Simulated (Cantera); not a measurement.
Feed: 1 mol SiO2, 0.47 mol C, 0.05 mol CO, held at 330 Pa.

These are equilibrium values from Cantera (NASA tables, ideal gas, pure condensed phases), not measurements of a reactor. Candidate condensed phases: C, Si, SiC, SiO2; 20 gas species. Mutual solubility and eutectic melting of coexisting phases are not modelled. The tables hold silica as quartz up to 1696 K and as liquid above; real silica turns to tridymite and cristobalite and melts near 1996 K. Equilibrium is a limit: real reactors are often held back by kinetics, nucleation or transport.

Question: Which condensed phases are stable at each of these points (T (K)): 1050, 1150, 1250, 1350, 1450, 1550, 1650, 1750?

Answer: 
```json
[
 {"T (K)": "1050", "condensed phases": "C(graphite) + SiO2(β-quartz)", "Si condensed (%)": "100.0"},
 {"T (K)": "1150", "condensed phases": "C(graphite) + SiO2(β-quartz)", "Si condensed (%)": "100.0"},
 {"T (K)": "1250", "condensed phases": "C(graphite) + SiO2(β-quartz)", "Si condensed (%)": "100.0"},
 {"T (K)": "1350", "condensed phases": "C(graphite) + SiO2(β-quartz)", "Si condensed (%)": "100.0"},
 {"T (K)": "1450", "condensed phases": "SiC(s) + SiO2(β-quartz)", "Si condensed (%)": "99.8"},
 {"T (K)": "1550", "condensed phases": "SiC(s) + SiO2(β-quartz)", "Si condensed (%)": "96.3"},
 {"T (K)": "1650", "condensed phases": "SiO2(β-quartz)", "Si condensed (%)": "53.0"},
 {"T (K)": "1750", "condensed phases": "SiO2(condensed)", "Si condensed (%)": "53.0"}
]
```

From 1050 K to 1350 K the condensed part is C(graphite) + SiO2(β-quartz). From 1450 K to 1550 K the condensed part is SiC(s) + SiO2(β-quartz). At 1650 K the condensed part is SiO2(β-quartz). At 1750 K the condensed part is SiO2(condensed).
